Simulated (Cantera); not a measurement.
An isothermal, constant-pressure homogeneous reactor starts with 2.56 % CH₄, 97.4 % N₂, at 1673 K and 20.0 Torr.

Cantera simulation using GRI-Mech 3.0 (53 species, 325 reactions); the numbers are that mechanism's predictions, not measurements. GRI-Mech 3.0 stops at C3 and has no aromatics, soot or wall deposition, so with more carbon than oxygen in the feed, carbon stays in small species such as C2H2 where larger ones or solid carbon would form. Radical loss at walls, strong at low pressure, is not modelled.

Task: Predict: x(CH₄) at 3.00 s; x(C₂H₂) at 3.00 s; x(HCN) at 3.00 s; x(C₂H) at 3.00 s; x(CH₂) at 3.00 s; x(C₂H₄) at 3.00 s; x(CH₃) at 3.00 s.

Result: 
| Item | Value |
|---|---|
| x(CH₄) at 3.00 s | 0.000512 (gas-phase equilibrium 1.22e-6) |
| x(C₂H₂) at 3.00 s | 0.0122 (gas-phase equilibrium 0.00158) |
| x(HCN) at 3.00 s | 8.63e-6 (gas-phase equilibrium 0.0218) |
| x(C₂H) at 3.00 s | 1.80e-7 (gas-phase equilibrium 2.81e-8) |
| x(CH₂) at 3.00 s | 9.19e-8 (gas-phase equilibrium 3.29e-10) |
| x(C₂H₄) at 3.00 s | 1.99e-6 (gas-phase equilibrium 9.44e-8) |
| x(CH₃) at 3.00 s | 3.11e-5 (gas-phase equilibrium 9.02e-8) |
